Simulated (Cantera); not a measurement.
**Adiabatic ignition**

An adiabatic, constant-pressure homogeneous reactor starts with H2 : O2 : N2 = 1 : 0.515 : 1.94 (molar parts), equivalence ratio 0.97, at 1325 K and 0.987 atm.

Model: GRI-Mech 3.0 (53 species, 325 reactions), integrated in Cantera.

```json
[
 {"t (s)": "7.00e-6", "T (K)": "1325", "x H2": "0.289", "x O2": "0.149", "x HO2": "3.46e-7", "x H2O": "2.60e-6", "x OH": "2.14e-7"},
 {"t (s)": "1.54e-5", "T (K)": "1326", "x H2": "0.289", "x O2": "0.149", "x HO2": "2.47e-5", "x H2O": "0.000509", "x OH": "3.97e-5"},
 {"t (s)": "3.41e-5", "T (K)": "1941", "x H2": "0.0583", "x O2": "0.0356", "x HO2": "1.59e-5", "x H2O": "0.191", "x OH": "0.0238"},
 {"t (s)": "7.52e-5", "T (K)": "2432", "x H2": "0.0542", "x O2": "0.0262", "x HO2": "7.08e-6", "x H2O": "0.224", "x OH": "0.0312"},
 {"t (s)": "0.000166", "T (K)": "2710", "x H2": "0.0451", "x O2": "0.0203", "x HO2": "6.71e-6", "x H2O": "0.251", "x OH": "0.0302"},
 {"t (s)": "0.000366", "T (K)": "2790", "x H2": "0.0414", "x O2": "0.0181", "x HO2": "7.21e-6", "x H2O": "0.259", "x OH": "0.0287"},
 {"t (s)": "0.000807", "T (K)": "2790", "x H2": "0.0417", "x O2": "0.0173", "x HO2": "6.97e-6", "x H2O": "0.260", "x OH": "0.0282"},
 {"t (s)": "0.00178", "T (K)": "2786", "x H2": "0.0422", "x O2": "0.0164", "x HO2": "6.62e-6", "x H2O": "0.260", "x OH": "0.0275"},
 {"t (s)": "0.00393", "T (K)": "2784", "x H2": "0.0425", "x O2": "0.0158", "x HO2": "6.43e-6", "x H2O": "0.260", "x OH": "0.0271"},
 {"t (s)": "0.00867", "T (K)": "2783", "x H2": "0.0425", "x O2": "0.0158", "x HO2": "6.40e-6", "x H2O": "0.260", "x OH": "0.0271"},
 {"t (s)": "0.0191", "T (K)": "2783", "x H2": "0.0425", "x O2": "0.0158", "x HO2": "6.40e-6", "x H2O": "0.260", "x OH": "0.0271"},
 {"t (s)": "0.0422", "T (K)": "2783", "x H2": "0.0425", "x O2": "0.0158", "x HO2": "6.40e-6", "x H2O": "0.260", "x OH": "0.0271"},
 {"t (s)": "0.0931", "T (K)": "2783", "x H2": "0.0425", "x O2": "0.0158", "x HO2": "6.40e-6", "x H2O": "0.260", "x OH": "0.0271"},
 {"t (s)": "0.205", "T (K)": "2783", "x H2": "0.0425", "x O2": "0.0158", "x HO2": "6.40e-6", "x H2O": "0.260", "x OH": "0.0271"},
 {"t (s)": "0.453", "T (K)": "2783", "x H2": "0.0425", "x O2": "0.0158", "x HO2": "6.40e-6", "x H2O": "0.260", "x OH": "0.0271"},
 {"t (s)": "1.00", "T (K)": "2783", "x H2": "0.0425", "x O2": "0.0158", "x HO2": "6.40e-6", "x H2O": "0.260", "x OH": "0.0271"}
]
```
x: mole fraction; the columns are a selection and need not sum to one.

The time of steepest temperature rise comes out as 25.0 µs. The temperature at 1.00 s is 2783 K and the equilibrium temperature comes out as 2783 K. The x(H2) at 1.00 s is 0.0425 (gas-phase equilibrium 0.0425), the x(O2) at 1.00 s is 0.0158 (gas-phase equilibrium 0.0158) and the x(HO2) at 1.00 s comes out as 6.40e-6 (gas-phase equilibrium 6.40e-6).
